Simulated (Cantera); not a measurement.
Feed: 1 mol Fe(CO)₅, 0.53 mol O₂, 0.6 mol N₂, 0.055 mol H₂, at 1398 K and 140000 Pa.

Equilibrium computed with Cantera from the NASA thermochemical tables; the gas is ideal and each condensed phase is pure. Candidate condensed phases: C, C₆H₆, C₇H₈, C₈H₁₈, Fe, Fe(CO)₅, FeO, Fe(OH)₂, Fe(OH)₃, Fe₂O₃, Fe₃O₄, H₂O; 140 gas species. Mutual solubility and eutectic melting of coexisting phases are not modelled. The tables' stoichiometric FeO is somewhat more stable than real wüstite, so its field is too wide. FeO: taken at fixed stoichiometry. The numbers say what is thermodynamically allowed, not how fast it happens.

Base state: CO 0.754, CO₂ 0.130, N₂ 0.106, H₂ 0.00708, H₂O 0.00265 (mole fractions); condensed: Fe(γ) + FeO(s).

**Question.** What changes in the equilibrium state with this change: temperature from 1398 K to 1098 K?

**Answer.** 
| species | before | after |
|---|---|---|
| CO | 0.754 | 0.723 |
| CO₂ | 0.130 | 0.162 |
| N₂ | 0.106 | 0.106 |
| H₂O | 0.00265 | 0.00179 |
| H₂ | 0.00708 | 0.00794 |
| Fe(γ), mol | 0.693 | 0 |
| FeO(s), mol | 0.307 | 0.136 |
| Fe(α), mol | 0 | 0.864 |
